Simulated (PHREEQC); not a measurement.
Ultrapure water in contact with air or piping: an equilibrium model

Model water analysis in mmol/kgw, 70 °C, pH 6.51, pe 10.9:

```tsv
constituent	mmol/kgw
Na	0.000128
K	1.66e-06
Ca	0.00098
Mg	7.69e-05
Cl	0.000597
S(6)	0.000377
Alkalinity (meq/kgw)	0.000785
Zn	6.94e-06
O(0) (counted as O atoms)	2.35e-05
```

Valence states are taken as typed.

Model: ion-association model, phreeqc.dat, run in PHREEQC.

No solid was allowed to form.

Task: Predict the charge-balance error.

Result: charge-balance error 2.4 %.

Task: In which forms is C present?

Result: HCO3- 61 %, CO2 39 % of the C.

At this temperature some constants are extrapolated from 25 °C, and those without enthalpy data are left unchanged.
